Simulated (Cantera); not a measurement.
An isothermal, constant-pressure homogeneous reactor starts with H₂ : O₂ = 0.072 : 1 (molar parts), equivalence ratio 0.036, at 1075 K and 3.53 Torr. Integrator tolerance rtol = 1e-08.

Cantera simulation using GRI-Mech 3.0 (53 species, 325 reactions); the numbers are that mechanism's predictions, not measurements. Radical loss at walls, strong at low pressure, is not modelled. The temperature is held fixed by assumption; the heat of reaction is taken as removed at once.

Q: What does this change do: temperature 1075 to 1398 K?

A: 
| quantity | before | after |
|---|---|---|
| x(H₂) at 1.00 s | 3.67e-5 (gas-phase equilibrium 7.41e-10) | 0.000320 (gas-phase equilibrium 4.63e-7) |
| x(O₂) at 1.00 s | 0.929 (gas-phase equilibrium 0.931) | 0.919 (gas-phase equilibrium 0.930) |
| x(OH) at 1.00 s | 0.000449 (gas-phase equilibrium 2.08e-6) | 0.00365 (gas-phase equilibrium 0.000140) |
| x(HO₂) at 1.00 s | 6.61e-7 (gas-phase equilibrium 1.90e-9) | 5.01e-7 (gas-phase equilibrium 5.92e-8) |
| x(H₂O) at 1.00 s | 0.0692 (gas-phase equilibrium 0.0695) | 0.0665 (gas-phase equilibrium 0.0694) |
